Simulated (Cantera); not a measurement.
Charge: 1 mol SiCl4, 0.071 mol C3H8, 210 mol H2, 0.0056 mol C2H2, held at 2223 K and 3.15 Torr.

These are equilibrium values from Cantera (NASA tables, ideal gas, pure condensed phases), not measurements of a reactor. Candidate condensed phases: C, C6H6, C7H8, C8H18, Si, SiC; 109 gas species. The tables' values for SiCl are old estimates; treat these amounts as uncertain. Gases not in the tables: Si2H6 and higher silanes. Equilibrium is a limit: real reactors are often held back by kinetics, nucleation or transport.

Task: What is the equilibrium state?

Result: x(H2): 0.884
x(H): 0.0930
x(HCl): 0.0165
x(Si): 0.00413
x(Cl): 0.00126
x(C2H2 (acetylene)): 0.000411
x(SiH): 0.000107
x(SiC2): 6.94e-5
x(SiCl): 5.31e-5
gas amount: 223.8 mol
log10 activity of C(graphite) (absent): -0.40
log10 activity of Si(l) (absent): -1.42
